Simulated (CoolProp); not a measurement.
Vapour pressure (MPa) of R1132(E): the reference equation beside estimates from Tc = 348.8 K, pc = 5.174 MPa, ω = 0.245. Clausius-Clapeyron is anchored at 290.5 K with a constant enthalpy of vaporisation of 14.53 kJ/mol.

The numbers come from the reference Helmholtz-energy equation of state, Akasaka 2024 in CoolProp.

```json
[
 {"T (K)": "264.4", "reference": "0.6158", "Clausius-Clapeyron": "0.7471", "Peng-Robinson": "0.6119"},
 {"T (K)": "270.9", "reference": "0.7607", "Clausius-Clapeyron": "0.8754", "Peng-Robinson": "0.7560"},
 {"T (K)": "277.5", "reference": "0.9323", "Clausius-Clapeyron": "1.021", "Peng-Robinson": "0.9273"},
 {"T (K)": "284", "reference": "1.128", "Clausius-Clapeyron": "1.179", "Peng-Robinson": "1.123"},
 {"T (K)": "290.5", "reference": "1.353", "Clausius-Clapeyron": "1.353", "Peng-Robinson": "1.348"},
 {"T (K)": "297", "reference": "1.609", "Clausius-Clapeyron": "1.543", "Peng-Robinson": "1.605"},
 {"T (K)": "303.5", "reference": "1.899", "Clausius-Clapeyron": "1.750", "Peng-Robinson": "1.898"},
 {"T (K)": "310", "reference": "2.226", "Clausius-Clapeyron": "1.974", "Peng-Robinson": "2.228"},
 {"T (K)": "316.6", "reference": "2.600", "Clausius-Clapeyron": "2.221", "Peng-Robinson": "2.606"},
 {"T (K)": "323.1", "reference": "3.011", "Clausius-Clapeyron": "2.481", "Peng-Robinson": "3.022"},
 {"T (K)": "329.6", "reference": "3.471", "Clausius-Clapeyron": "2.761", "Peng-Robinson": "3.486"}
]
```

Absolute difference from the reference over all 11 rows, mean and median: Clausius-Clapeyron 11.5 and 11.3 %, Peng-Robinson 0.4 and 0.4 %.
